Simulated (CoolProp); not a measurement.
Vapour-liquid equilibrium of propane (1) + isobutene (2) at 296.1 K; x and y are mole fractions of (1).

Model: multi-fluid Helmholtz-energy mixture model, Lemmon 2009 and Lemmon 2005; pair parameters Bell 2016, in CoolProp.

| x | bubble pressure (MPa) | y at the bubble point | dew pressure at overall composition x (MPa) | liquid density (mol/L) |
|---|---|---|---|---|
| 0.05 | 0.3269 | 0.156 | 0.2984 | 10.56 |
| 0.125 | 0.3811 | 0.318 | 0.3182 | 10.61 |
| 0.2 | 0.4297 | 0.433 | 0.3404 | 10.66 |
| 0.275 | 0.4748 | 0.523 | 0.3654 | 10.71 |
| 0.35 | 0.5177 | 0.597 | 0.3938 | 10.76 |
| 0.425 | 0.5596 | ? | 0.4261 | 10.82 |
| 0.5 | 0.6013 | 0.718 | 0.4628 | 10.88 |
| 0.575 | 0.6434 | 0.770 | 0.5046 | 10.93 |
| 0.65 | 0.6863 | 0.818 | 0.5523 | 10.99 |
| 0.725 | 0.7305 | ? | 0.6069 | 11.05 |
| 0.8 | 0.7759 | 0.904 | ? | 11.10 |
| 0.875 | ? | 0.943 | 0.7433 | 11.16 |
| 0.95 | 0.8707 | 0.978 | 0.8320 | 11.21 |

**Question.** What belongs in the gaps?

**Answer.** 
- 0.425, y at the bubble point: 0.661
- 0.725, y at the bubble point: 0.863
- 0.8, dew pressure at overall composition x (MPa): 0.6697
- 0.875, bubble pressure (MPa): 0.8227

No azeotrope shows between x = 0.05 and 0.95.

The pair parameters rest on a limited set of measurements; away from them the model extrapolates. The gap from Raoult's law changes sign with composition, which may be real or a fault of the pair parameters; it wasn't checked against measurements.
